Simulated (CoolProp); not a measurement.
Propylene glycol at several states: fugacity coefficient from the reference equation and from simpler models built on Tc = 674.0 K, pc = 7.292 MPa, ω = 0.327; each cubic takes its own stable root.

Computed with CoolProp (reference Helmholtz-energy equation of state, Eisenbach 2021).

```json
[
 {"T (K)": "560.5", "p (MPa)": "2.6", "phase": "liquid", "reference": "0.4051", "van der Waals": "0.8358", "Redlich-Kwong": "0.7425", "Soave-Redlich-Kwong": "0.5857", "Peng-Robinson": "0.5720"},
 {"T (K)": "256.6", "p (MPa)": "0.025", "phase": "liquid", "reference": "8.408e-6", "van der Waals": "0.9793", "Redlich-Kwong": "0.005931", "Soave-Redlich-Kwong": "0.0006392", "Peng-Robinson": "0.0008166"},
 {"T (K)": "359.9", "p (MPa)": "0.0235", "phase": "liquid", "reference": "0.06161", "van der Waals": "0.9960", "Redlich-Kwong": "0.9939", "Soave-Redlich-Kwong": "0.4620", "Peng-Robinson": "0.4910"},
 {"T (K)": "520.4", "p (MPa)": "0.187", "phase": "gas", "reference": "0.9770", "van der Waals": "0.9860", "Redlich-Kwong": "0.9820", "Soave-Redlich-Kwong": "0.9799", "Peng-Robinson": "0.9787"}
]
```

At some of these states van der Waals, Redlich-Kwong gives the other phase, because its saturation line lies elsewhere.
